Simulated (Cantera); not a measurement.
Input: 1 mol SiH₂Cl₂, 25 mol N₂, 0.53 mol NH₃, equilibrated at 1823.15 K.

Cantera equilibrium calculation (NASA polynomials, part measured and part estimated; ideal gas, pure solids and liquids). Candidate condensed phases: NH₄Cl, Si, Si₃N₄; 28 gas species. Kinetics and transport are ignored.

Which condensed phases are stable at each of these points (P (Pa)): 5, 15, 45, 140, 410, 1200, 3700, 11000, 33000, 100000?


```json
[
 {"P (Pa)": "5", "condensed phases": "gas only", "Si condensed (%)": "0.0"},
 {"P (Pa)": "15", "condensed phases": "gas only", "Si condensed (%)": "0.0"},
 {"P (Pa)": "45", "condensed phases": "gas only", "Si condensed (%)": "0.0"},
 {"P (Pa)": "140", "condensed phases": "Si(l)", "Si condensed (%)": "19.3"},
 {"P (Pa)": "410", "condensed phases": "Si(l)", "Si condensed (%)": "25.9"},
 {"P (Pa)": "1200", "condensed phases": "Si(l)", "Si condensed (%)": "28.2"},
 {"P (Pa)": "3700", "condensed phases": "Si₃N₄(s)", "Si condensed (%)": "37.3"},
 {"P (Pa)": "11000", "condensed phases": "Si₃N₄(s)", "Si condensed (%)": "47.7"},
 {"P (Pa)": "33000", "condensed phases": "Si₃N₄(s)", "Si condensed (%)": "58.4"},
 {"P (Pa)": "100000", "condensed phases": "Si₃N₄(s)", "Si condensed (%)": "68.7"}
]
```

From 5.00 Pa to 45.0 Pa nothing is condensed. From 1.40 mbar to 12.0 mbar the condensed part is Si(l). From 37.0 mbar to 1.00 bar the condensed part is Si₃N₄(s).
